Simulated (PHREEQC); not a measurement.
0.67 g of hydrous ferric oxide (600 m²/g; 0.2 weak and 0.005 strong sites per Fe, Dzombak-Morel constants, diffuse double layer) in 1 kg of water with 0.3 mol/kgw of an inert sodium salt and 0.0003 mol/kgw NaF, 2.6e-05 mol/kgw ZnCl2 and 0.00066 mol/kgw Na2SO4, at 25 °C; the pH is set by adding NaOH or the inert anion's acid. Oxygen alone is held at its pressure in air (log pO2 = -0.68). The system is closed to CO2. Precipitation was switched off in this run.

The series has 17 steps of pH, from 4 to 12.

The numbers come from PHREEQC with the ion-association model, wateq4f.dat.

Q: Near which pH is half of the Zn sorbed, and on which side is more sorbed?

A: Near pH 5.8, with more sorbed at higher pH.
